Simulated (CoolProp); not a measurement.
Values from CoolProp's reference Helmholtz-energy equation of state, Thol 2016.

Problem. For R1234ze(E), give the phase and the cv (kJ/(kg K)), isothermal compressibility (1/MPa), Prandtl number, fugacity coefficient at 124.85 °C and 606 kPa; 124.85 °C and 909 kPa; 124.85 °C and 1820 kPa.

Solution. 
- 124.85 °C and 606 kPa: gas; cv 0.963, isothermal compressibility 1.74, Prandtl number 0.785, fugacity coefficient 0.949
- 124.85 °C and 909 kPa: gas; cv 0.969, isothermal compressibility 1.20, Prandtl number 0.797, fugacity coefficient 0.924
- 124.85 °C and 1820 kPa: gas; cv 0.993, isothermal compressibility 0.675, Prandtl number 0.848, fugacity coefficient 0.851

Viscosity comes from a separate model (Bell 2016), an estimate that may be off by 10 % or more. Thermal conductivity comes from a separate model (Perkins 2011).
